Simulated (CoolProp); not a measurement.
The numbers come from the reference Helmholtz-energy equation of state, Akasaka 2024 in CoolProp.

Q: Give the vapour pressure (MPa), liquid density (kg/m³), vapour density (kg/m³), enthalpy of vaporisation (kJ/kg) of saturated R1132(E) at 261.8, 277.4, 308.7 K.

A: 
```
T (K)  p (MPa)  liquid density (kg/m³)  vapour density (kg/m³)  enthalpy of vaporisation (kJ/kg)
-----  -------  ----------------------  ----------------------  --------------------------------
261.8    0.564                    1040                    18.7                               265
277.4    0.930                     989                    30.6                               246
308.7     2.16                     873                    75.2                               196
```
